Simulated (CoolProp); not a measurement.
Model: reference Helmholtz-energy equation of state, Lemmon 2006, in CoolProp. It is a short technical equation, of lower accuracy than the large ones.

### Question
For carbonyl sulfide, give the phase and the cv (kJ/(kg K)) at -40.85 °C and 0.0995 MPa; 12.85 °C and 0.0995 MPa; 30.85 °C and 0.0995 MPa.

### Answer
- -40.85 °C and 0.0995 MPa: gas; cv 0.501
- 12.85 °C and 0.0995 MPa: gas; cv 0.546
- 30.85 °C and 0.0995 MPa: gas; cv 0.561
